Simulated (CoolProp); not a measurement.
Saturation properties of the fluoroketone C6F12O (FK-5-1-12) (Tc = 168.7 °C, pc = 1.869 MPa, ω = 0.471).

The numbers come from the reference Helmholtz-energy equation of state, McLinden 2015 in CoolProp.

```json
[
 {"T (°C)": "10.35", "p (MPa)": "0.02094", "liquid density (kg/m³)": "1646", "liquid cp (kJ/(kg K))": "1.095", "vapour Z": "0.9792"},
 {"T (°C)": "14.75", "p (MPa)": "0.02574", "liquid density (kg/m³)": "1633", "liquid cp (kJ/(kg K))": "1.097", "vapour Z": "0.9758"},
 {"T (°C)": "19.05", "p (MPa)": "0.03125", "liquid density (kg/m³)": "1620", "liquid cp (kJ/(kg K))": "1.099", "vapour Z": "0.9722"},
 {"T (°C)": "23.45", "p (MPa)": "0.03784", "liquid density (kg/m³)": "1607", "liquid cp (kJ/(kg K))": "1.101", "vapour Z": "0.9680"},
 {"T (°C)": "27.75", "p (MPa)": "0.04530", "liquid density (kg/m³)": "1594", "liquid cp (kJ/(kg K))": "1.104", "vapour Z": "0.9636"},
 {"T (°C)": "32.15", "p (MPa)": "0.05412", "liquid density (kg/m³)": "1580", "liquid cp (kJ/(kg K))": "1.107", "vapour Z": "0.9587"},
 {"T (°C)": "36.45", "p (MPa)": "0.06399", "liquid density (kg/m³)": "1567", "liquid cp (kJ/(kg K))": "1.110", "vapour Z": "0.9534"},
 {"T (°C)": "40.85", "p (MPa)": "0.07552", "liquid density (kg/m³)": "1553", "liquid cp (kJ/(kg K))": "1.114", "vapour Z": "0.9476"}
]
```

It boils at 49.1 °C under 1 atm.
